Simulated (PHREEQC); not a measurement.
Consider water at 20 °C with 23 mmol/kgw FeCl3 and 0.33 mmol/kgw NaHCO3. Closed to the air; pH follows from the charge balance.

The numbers come from PHREEQC with the ion-association model, phreeqc.dat.

```csv
quantity,before,after
pH,2.17,1.90
ionic strength (mol/kgw),0.114,0.0989
Cl- (mol/kgw),0.0627,0.0629
HCO3- (mol/kgw),2.63e-8,1.46e-8
SI of Halite (NaCl),-6.48,-6.55
```

Q: Which change was made?
A. FeCl3 replaced by NaCl at the same molality
B. diluted 2-fold with water
C. temperature from 20 to 5 °C
D. 0.00032 mol/kgw HBr added
E. temperature from 20 to 90 °C

A: E, temperature from 20 to 90 °C

This is a speciation only: nothing precipitates in the calculation. Some of these states are supersaturated (in Hematite (slow to form), Goethite (slow to form), for instance). At this temperature some constants are extrapolated from 25 °C, and those without enthalpy data are left unchanged.
